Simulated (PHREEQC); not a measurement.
A solution holds 0.0012 mol NaAlO2 per kg of water, at 10 °C. Closed to the air; pH follows from the charge balance.

The numbers come from PHREEQC with the ion-association model, phreeqc.dat.

No solid was allowed to form.

Task: Estimate the pH.

Result: pH 8.70.

Saturation is exceeded, for instance for Al(OH)3(a), Gibbsite (slow to form); the values hold only as long as no solid forms. Away from 25 °C the constants follow the database's enthalpies or fits; those with neither stay at their 25 °C values.
